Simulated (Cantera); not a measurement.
Charge: 1 mol AlN, a varied amount of Cl2, equilibrated at 827 °C and 430 Pa.

Cantera equilibrium calculation (NASA polynomials, part measured and part estimated; ideal gas, pure solids and liquids). Candidate condensed phases: Al, AlCl3, AlN; 11 gas species. Kinetics and transport are ignored.

x: gas mole fraction; nothing condenses.

```json
[
 {"n(Cl2) (mol)": "2", "x Cl2": "0.243", "x AlCl3": "0.497", "x N2": "0.249", "x Cl": "0.0114", "x Al2Cl6": "___", "x AlCl2": "1.31e-9"},
 {"n(Cl2) (mol)": "3.1", "x Cl2": "0.504", "x AlCl3": "0.320", "x N2": "0.160", "x Cl": "0.0164", "x Al2Cl6": "___", "x AlCl2": "5.86e-10"},
 {"n(Cl2) (mol)": "4.8", "x Cl2": "0.672", "x AlCl3": "0.206", "x N2": "0.103", "x Cl": "0.0189", "x Al2Cl6": "___", "x AlCl2": "3.28e-10"},
 {"n(Cl2) (mol)": "7.3", "x Cl2": "0.776", "x AlCl3": "0.136", "x N2": "0.0678", "x Cl": "0.0204", "x Al2Cl6": "___", "x AlCl2": "2.00e-10"},
 {"n(Cl2) (mol)": "11", "x Cl2": "0.844", "x AlCl3": "0.0899", "x N2": "0.0450", "x Cl": "0.0212", "x Al2Cl6": "___", "x AlCl2": "1.27e-10"},
 {"n(Cl2) (mol)": "17", "x Cl2": "0.891", "x AlCl3": "0.0582", "x N2": "0.0291", "x Cl": "0.0218", "x Al2Cl6": "___", "x AlCl2": "8.02e-11"},
 {"n(Cl2) (mol)": "26", "x Cl2": "0.921", "x AlCl3": "0.0380", "x N2": "0.0190", "x Cl": "0.0222", "x Al2Cl6": "___", "x AlCl2": "5.16e-11"},
 {"n(Cl2) (mol)": "40", "x Cl2": "0.941", "x AlCl3": "0.0247", "x N2": "0.0124", "x Cl": "0.0224", "x Al2Cl6": "___", "x AlCl2": "3.32e-11"}
]
```

Question: Complete the blanks.

Answer: 
- 2, x Al2Cl6: 3.03e-5
- 3.1, x Al2Cl6: 1.25e-5
- 4.8, x Al2Cl6: 5.22e-6
- 7.3, x Al2Cl6: 2.25e-6
- 11, x Al2Cl6: 9.92e-7
- 17, x Al2Cl6: 4.15e-7
- 26, x Al2Cl6: 1.77e-7
- 40, x Al2Cl6: 7.49e-8
